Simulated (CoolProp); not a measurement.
Properties of cyclopentane along the isotherm 531.7 K (Tc = 511.7 K, pc = 4583 kPa, ω = 0.202).

Model: reference Helmholtz-energy equation of state, Gedanitz 2015, in CoolProp.

```
p (kPa)          phase  cv (kJ/(kg K))  speed of sound (m/s)  isothermal compressibility (1/MPa)  expansivity (1/kK)  fugacity coefficient
-------  -------------  --------------  --------------------  ----------------------------------  ------------------  --------------------
21.7               gas           2.169                 257.5                               46.15               1.890                0.9985
36.7               gas           2.169                 257.3                               27.32               1.896                0.9975
61.9               gas           2.170                 256.9                               16.22               1.907                0.9958
104                gas           2.170                 256.2                               9.685               1.925                0.9929
176                gas           2.172                 255.1                               5.752               1.957                0.9880
298                gas           2.173                 253.1                               3.427               2.014                0.9798
502                gas           2.177                     ?                               2.065                   ?                0.9661
847                gas           2.182                 244.2                               1.258               2.301                0.9430
1430               gas           2.193                 234.0                              0.7854               2.686                     ?
2410               gas           2.215                 215.1                              0.5215               3.638                0.8412
4070               gas           2.266                 175.2                              0.4348               7.803                0.7357
6870     supercritical           2.331                 190.9                              0.1447               15.36                0.5527
```

Complete the blanks.


- 502, speed of sound (m/s): 249.9
- 502, expansivity (1/kK): 2.113
- 1430, fugacity coefficient: 0.9046
